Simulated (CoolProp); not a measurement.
Values from CoolProp's reference Helmholtz-energy equation of state, Gao 2022.

Q: For n-perfluoropentane, give the phase and the cv (kJ/(kg K)), fugacity coefficient at 393.6 K and 6.14 bar; 480.7 K and 6.14 bar.

A: 
- 393.6 K and 6.14 bar: gas; cv 0.926, fugacity coefficient 0.872
- 480.7 K and 6.14 bar: gas; cv 1.01, fugacity coefficient 0.939
